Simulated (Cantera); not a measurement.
Feed: 1 mol FeS, 0.98 mol SO₂, 0.034 mol H₂O, 2.3 mol O₂, held at 0.133 bar.

Cantera equilibrium calculation (NASA polynomials, part measured and part estimated; ideal gas, pure solids and liquids). Candidate condensed phases: Fe, FeO, Fe(OH)₂, Fe(OH)₃, FeS, FeSO₄, FeS₂, Fe₂O₃, Fe₂(SO₄)₃, Fe₃O₄, H₂O, H₂SO₄, S; 22 gas species. The numbers say what is thermodynamically allowed, not how fast it happens.

Q: At 1227 °C, list the 5 most abundant gas species with their mole fractions, and the condensed phases.

A: SO₂ 0.769, O₂ 0.213, H₂O 0.0133, SO₃ 0.00484, OH 4.73e-5. Condensed: Fe₂O₃(s).
